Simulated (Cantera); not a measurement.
**Formation from one mole of O2**

Source: NASA polynomial tables (part measured, part estimated), evaluated in Cantera. Values are per mole of reaction as written; species without (g) are pure solids or liquids, kept so even where they would boil at 1 bar.

2 H2(g) + O2(g) ⇌ 2 H2O(g)

| T (K) | ΔH° (kJ) | ΔS° (J/K) | ΔG° (kJ) | log10 K |
|---|---|---|---|---|
| 723 | -491.6 | -105.8 | -415.2 | 29.99 |
| 823 | -493.2 | -107.8 | -404.5 | 25.67 |
| 923 | -494.7 | -109.5 | -393.6 | 22.27 |
| 1023 | -496.0 | -110.9 | -382.6 | 19.53 |
| 1123 | -497.2 | -112.0 | -371.4 | 17.28 |
| 1223 | -498.2 | -112.8 | -360.2 | 15.38 |
| 1323 | -499.1 | -113.5 | -348.9 | 13.77 |
| 1423 | -499.9 | -114.1 | -337.5 | 12.39 |
| 1523 | -500.6 | -114.6 | -326.1 | 11.18 |

Nb + O2(g) ⇌ NbO2

```tsv
T (K)	ΔH° (kJ)	ΔS° (J/K)	ΔG° (kJ)	log10 K
723	-790.4	-178.3	-661.5	47.79
823	-788.6	-176.0	-643.8	40.86
923	-786.5	-173.6	-626.3	35.44
1023	-784.1	-171.1	-609.1	31.10
1123	-777.9	-165.4	-592.2	27.54
1223	-775.3	-163.1	-575.8	24.59
1323	-773.5	-161.7	-559.5	22.09
1423	-771.7	-160.4	-543.4	19.95
1523	-770.1	-159.3	-527.4	18.09
```

Nb + O2(g) ⇌ NbO2(g)

```json
[
 {"T (K)": "723", "ΔH° (kJ)": "-203.0", "ΔS° (J/K)": "24.7", "ΔG° (kJ)": "-220.9", "log10 K": "15.96"},
 {"T (K)": "823", "ΔH° (kJ)": "-203.7", "ΔS° (J/K)": "23.9", "ΔG° (kJ)": "-223.3", "log10 K": "14.17"},
 {"T (K)": "923", "ΔH° (kJ)": "-204.3", "ΔS° (J/K)": "23.1", "ΔG° (kJ)": "-225.7", "log10 K": "12.77"},
 {"T (K)": "1023", "ΔH° (kJ)": "-205.1", "ΔS° (J/K)": "22.4", "ΔG° (kJ)": "-227.9", "log10 K": "11.64"},
 {"T (K)": "1123", "ΔH° (kJ)": "-205.8", "ΔS° (J/K)": "21.7", "ΔG° (kJ)": "-230.1", "log10 K": "10.70"},
 {"T (K)": "1223", "ΔH° (kJ)": "-206.6", "ΔS° (J/K)": "21.0", "ΔG° (kJ)": "-232.3", "log10 K": "9.92"},
 {"T (K)": "1323", "ΔH° (kJ)": "-207.4", "ΔS° (J/K)": "20.4", "ΔG° (kJ)": "-234.4", "log10 K": "9.25"},
 {"T (K)": "1423", "ΔH° (kJ)": "-208.3", "ΔS° (J/K)": "19.7", "ΔG° (kJ)": "-236.4", "log10 K": "8.68"},
 {"T (K)": "1523", "ΔH° (kJ)": "-209.2", "ΔS° (J/K)": "19.1", "ΔG° (kJ)": "-238.3", "log10 K": "8.17"}
]
```

2 Si + O2(g) ⇌ 2 SiO(g)

```json
[
 {"T (K)": "723", "ΔH° (kJ)": "-206.5", "ΔS° (J/K)": "169.0", "ΔG° (kJ)": "-328.6", "log10 K": "23.74"},
 {"T (K)": "823", "ΔH° (kJ)": "-208.0", "ΔS° (J/K)": "167.0", "ΔG° (kJ)": "-345.4", "log10 K": "21.92"},
 {"T (K)": "923", "ΔH° (kJ)": "-209.6", "ΔS° (J/K)": "165.2", "ΔG° (kJ)": "-362.0", "log10 K": "20.49"},
 {"T (K)": "1023", "ΔH° (kJ)": "-211.2", "ΔS° (J/K)": "163.5", "ΔG° (kJ)": "-378.5", "log10 K": "19.33"},
 {"T (K)": "1123", "ΔH° (kJ)": "-212.9", "ΔS° (J/K)": "161.9", "ΔG° (kJ)": "-394.8", "log10 K": "18.36"},
 {"T (K)": "1223", "ΔH° (kJ)": "-214.7", "ΔS° (J/K)": "160.4", "ΔG° (kJ)": "-410.9", "log10 K": "17.55"},
 {"T (K)": "1323", "ΔH° (kJ)": "-216.5", "ΔS° (J/K)": "159.0", "ΔG° (kJ)": "-426.8", "log10 K": "16.85"},
 {"T (K)": "1423", "ΔH° (kJ)": "-218.4", "ΔS° (J/K)": "157.6", "ΔG° (kJ)": "-442.7", "log10 K": "16.25"},
 {"T (K)": "1523", "ΔH° (kJ)": "-220.4", "ΔS° (J/K)": "156.2", "ΔG° (kJ)": "-458.4", "log10 K": "15.72"}
]
```
